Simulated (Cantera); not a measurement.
A perfectly stirred reactor is fed with N2O : H2 : N2 = 4.3 : 0.0035 : 0.86 (molar parts), at 10.00 Torr; it is held at 1325 K, and followed from long to short residence time.

Model: GRI-Mech 3.0 (53 species, 325 reactions), integrated in Cantera. GRI-Mech 3.0 was tuned for natural gas; its chemistry of N2O as a main component is partial and can be far from experiment. Radical loss at walls, strong at low pressure, is not modelled. The mechanism lacks the step 2 NO + O2 → 2 NO2, which can matter for NO2 below about 1400 K. The temperature is held fixed by assumption; the heat of reaction is taken as removed at once.

x: mole fraction; the columns are a selection and need not sum to one.

```csv
τ (s),x N2O,x H2,x NO,x H2O,x H,x N2,x O
1.2,0.743,6.80e-5,0.00951,0.000580,2.38e-8,0.220,1.02e-5
0.57,0.787,___,___,0.000536,___,0.194,1.02e-5
0.27,0.810,0.000206,0.00226,0.000455,6.42e-8,0.180,1.02e-5
0.13,0.822,0.000323,0.00109,0.000341,9.70e-8,0.173,1.02e-5
0.061,0.828,0.000458,0.000517,0.000207,1.27e-7,0.170,1.01e-5
0.029,0.830,0.000567,0.000250,1.00e-4,1.33e-7,0.168,1.01e-5
0.014,0.832,0.000632,0.000122,3.82e-5,1.14e-7,0.167,9.94e-6
0.0064,0.832,0.000663,___,___,___,0.167,9.68e-6
0.0030,0.833,0.000673,2.45e-5,2.61e-6,5.21e-8,0.167,9.16e-6
0.0014,0.833,0.000676,1.02e-5,5.54e-7,3.34e-8,0.167,8.19e-6
```

**Question.** Complete the blanks.

**Answer.** 
- 0.57, x H2: 0.000121
- 0.57, x NO: 0.00472
- 0.57, x H: 3.89e-8
- 0.0064, x NO: 5.52e-5
- 0.0064, x H2O: 1.06e-5
- 0.0064, x H: 7.99e-8
